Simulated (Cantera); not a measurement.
Cantera run, input and output.

```python
import numpy as np
import cantera as ct

gas = ct.Solution("gri30.yaml", transport_model="mixture-averaged")
show = ['H2', 'NH3', 'CH4']

rows = []
print(f"{'T/K':>7s}{'rho':>11s}{'cp':>10s}{'mu':>11s}{'lambda':>11s}{'Pr':>7s}" + "".join(f"{'D_' + s:>11s}" for s in show))
for T in [400, 600, 800, 1000, 1200, 1400, 1600, 1800]:
    gas.TPX = T, 83000, {'NH3': 0.42, 'N2': 0.68, 'CH4': 0.6}
    Pr = gas.cp_mass * gas.viscosity / gas.thermal_conductivity
    D = [gas.mix_diff_coeffs_mole[gas.species_index(s)] for s in show]
    rows.append([gas.density, gas.cp_mass, gas.viscosity, gas.thermal_conductivity, Pr, *D])
    print(f"{T:7g}{gas.density:11.4e}{gas.cp_mass:10.1f}{gas.viscosity:11.4e}"
          f"{gas.thermal_conductivity:11.4e}{Pr:7.3f}" + "".join(f"{d:11.4e}" for d in D))
print("SI units: kg/m3, J/kg/K, Pa s, W/m/K, m2/s")
```

It prints:

```
    T/K        rho        cp         mu     lambda     Pr       D_H2      D_NH3      D_CH4
    400 5.2597e-01    1688.3 1.7683e-05 4.1179e-02  0.725 1.5448e-04 4.6916e-05 4.6183e-05
    600 3.5065e-01    1985.5 2.4241e-05 6.5401e-02  0.736 3.0737e-04 9.9274e-05 9.4973e-05
    800 2.6299e-01    2268.4 2.9992e-05 9.0835e-02  0.749 4.9790e-04 1.6582e-04 1.5630e-04
   1000 2.1039e-01    2517.3 3.5188e-05 1.1622e-01  0.762 7.2234e-04 2.4477e-04 2.2874e-04
   1200 1.7532e-01    2717.6 3.9979e-05 1.4103e-01  0.770 9.7813e-04 3.3495e-04 3.1136e-04
   1400 1.5028e-01    2882.4 4.4458e-05 1.6506e-01  0.776 1.2633e-03 4.3553e-04 4.0347e-04
   1600 1.3149e-01    3017.4 4.8686e-05 1.8818e-01  0.781 1.5764e-03 5.4590e-04 5.0456e-04
   1800 1.1688e-01    3128.1 5.2709e-05 2.1037e-01  0.784 1.9162e-03 6.6559e-04 6.1421e-04
SI units: kg/m3, J/kg/K, Pa s, W/m/K, m2/s
```

Cantera simulation using GRI-Mech 3.0 (53 species, 325 reactions); the numbers are that mechanism's predictions, not measurements. Polar gases are described roughly by these parameters. The composition is frozen, though it would react at the higher temperatures.
